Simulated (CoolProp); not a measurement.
A single-stage vapour-compression cycle with C3F8 (R218): evaporating at 260.15 K (dew point), condensing at 301.15 K (bubble point), superheat 2 K, subcooling 0 K, compressor efficiency 0.6, no pressure losses. Each further row changes one setting.

Values from CoolProp's reference Helmholtz-energy equation of state, Lemmon 2006. It is a short technical equation, of lower accuracy than the large ones.

| case | cooling COP | pressure ratio | discharge temperature (K) | refrigerating effect (kJ/kg) | volumetric capacity (kJ/m³) |
|---|---|---|---|---|---|
| as stated | 2.50 | 3.54 | 301.2 | 52.2 | 1320 |
| evaporating temperature 265.15 K | 3.06 | 2.97 | 301.2 | 55.2 | 1670 |
| condensing temperature 296.15 K | 3.07 | 3.10 | 296.1 | 58.0 | 1470 |
| subcooling 5 K | 2.78 | 3.54 | 301.2 | 58.0 | 1470 |
| superheat 12 K | 2.66 | 3.54 | 310.1 | 60.1 | 1450 |
| compressor efficiency 0.5 | 2.08 | 3.54 | 304.4 | 52.2 | 1320 |

The compression ends wet for: as stated; evaporating temperature 265.15 K; condensing temperature 296.15 K; subcooling 5 K.
